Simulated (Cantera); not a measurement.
An adiabatic, constant-pressure homogeneous reactor starts with C₃H₈ : O₂ : N₂ = 1 : 14.3 : 53.7 (molar parts), equivalence ratio 0.35, at 1525 K and 3750 Torr. Integrator tolerance rtol = 1e-08.

Computed with Cantera and GRI-Mech 3.0 (53 species, 325 reactions). GRI-Mech 3.0 was tuned for natural gas; its chemistry of propane as a main component is partial and can be far from experiment.

```tsv
quantity	before	after
time of steepest temperature rise	22.5 µs	13.1 µs
temperature at 4.00 s	2255 K	2260 K
equilibrium temperature	2255 K	2260 K
x(C₃H₈) at 4.00 s	<1e-12 (gas-phase equilibrium <1e-12)	<1e-12 (gas-phase equilibrium <1e-12)
x(O₂) at 4.00 s	0.127 (gas-phase equilibrium 0.127)	0.127 (gas-phase equilibrium 0.127)
x(HCN) at 4.00 s	<1e-12 (gas-phase equilibrium <1e-12)	<1e-12 (gas-phase equilibrium <1e-12)
x(O) at 4.00 s	0.000607 (gas-phase equilibrium 0.000607)	0.000362 (gas-phase equilibrium 0.000362)
x(H₂) at 4.00 s	0.000112 (gas-phase equilibrium 0.000112)	6.72e-5 (gas-phase equilibrium 6.72e-5)
x(CH₂) at 4.00 s	<1e-12 (gas-phase equilibrium <1e-12)	<1e-12 (gas-phase equilibrium <1e-12)
```

**Question.** Name the change that produced these shifts.
A. pressure from 3750 Torr to 7500 Torr
B. pressure from 3750 Torr to 11300 Torr
C. initial temperature 1525 to 1075 K
D. constant volume in place of constant pressure

**Answer.** B, pressure from 3750 Torr to 11300 Torr
